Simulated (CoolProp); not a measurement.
Decamethylcyclopentasiloxane (D5) along the isobar 17.2 bar: fugacity coefficient from the reference equation and from simpler models built on Tc = 618.3 K, pc = 10.78 bar, ω = 0.631; each cubic takes its own stable root.

Model: reference Helmholtz-energy equation of state, Thol 2019, in CoolProp.

```
T (K)          phase  reference
-----  -------------  ---------
540.4         liquid     0.1820
549.2         liquid     0.2068
558.1         liquid     0.2336
566.9         liquid     0.2618
575.8         liquid     0.2917
584.6         liquid     0.3225
593.5         liquid     0.3549
602.3         liquid     0.3876
611.2         liquid     0.4213
620    supercritical     0.4548
```

Q: How far does each simpler model (van der Waals, Redlich-Kwong, Soave-Redlich-Kwong) lie from the reference over these 10 states: mean and median of the absolute difference, and the worst?

A: 
- van der Waals: mean 44.0 %, median 39.4 %, worst +89.9 % at 540.4 K and 17.2 bar
- Redlich-Kwong: mean 22.5 %, median 20.4 %, worst +46.0 % at 540.4 K and 17.2 bar
- Soave-Redlich-Kwong: mean 5.2 %, median 5.3 %, worst +5.6 % at 611.2 K and 17.2 bar
